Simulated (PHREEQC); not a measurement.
Dissolve 0.038 mol HCl, 0.0062 mol FeCl3 and 4.3e-05 mol CuCl2 per kg of water at 25 °C. Closed to the air; pH follows from the charge balance.

Equilibrium calculation in PHREEQC: ion-association model, wateq4f.dat.

| quantity | before | after |
|---|---|---|
| pH | 1.49 | 1.20 |
| ionic strength (mol/kgw) | 0.0669 | 0.103 |
| Cl- (mol/kgw) | 0.0540 | 0.0910 |
| CuCl+ (mol/kgw) | 2.61e-6 | 3.79e-6 |
| CuCl2 (mol/kgw) | 4.72e-8 | 1.06e-7 |
| SI of Tenorite (CuO) | -9.38 | -10.03 |
| SI of Cu(OH)2 (Cu(OH)2) | -10.40 | -11.05 |

Problem. Name the change that produced these shifts.
A) FeCl3 replaced by RbCl at the same molality
B) HCl left out
C) HCl from 0.038 to 0.076 mol/kgw
D) diluted 2-fold with water

Solution. C, HCl from 0.038 to 0.076 mol/kgw

No solid was allowed to form. Some of these states are supersaturated (in Hematite (slow to form), Goethite (slow to form), for instance).
